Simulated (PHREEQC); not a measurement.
Make-up at 50 °C: 190 mmol/kgw HNO3 and 0.24 mmol/kgw CO2. Closed to the air; pH follows from the charge balance.

All values are PHREEQC results (ion-association model, phreeqc.dat), not measurements.

| quantity | before | after |
|---|---|---|
| pH | 0.82 | 0.82 |
| ionic strength (mol/kgw) | 0.190 | 0.190 |
| (CO2)2 (mol/kgw) | 2.26e-9 | 9.04e-9 |

**Question.** What was changed between the two runs?
A. HNO3 replaced by Ca(NO3)2 at the same molality
B. 0.012 mol/kgw ZnCl2 added
C. HNO3 replaced by Cd(NO3)2 at the same molality
D. CO2 replaced by Li2CO3 at the same molality
E. CO2 from 0.00024 to 0.00048 mol/kgw

**Answer.** E, CO2 from 0.00024 to 0.00048 mol/kgw

Precipitation was switched off in this run. Constants without temperature data keep their 25 °C values here.
